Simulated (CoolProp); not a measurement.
Computed with CoolProp (reference Helmholtz-energy equation of state, Thol 2016).

Task: Give the vapour pressure (MPa), liquid density (kg/m³), vapour density (kg/m³), liquid cp (kJ/(kg K)) of saturated hexamethyldisiloxane (MM) at 392.2 K.

Result: 
```tsv
T (K)	p (MPa)	liquid density (kg/m³)	vapour density (kg/m³)	liquid cp (kJ/(kg K))
392.2	0.168	652	9.22	2.18
```
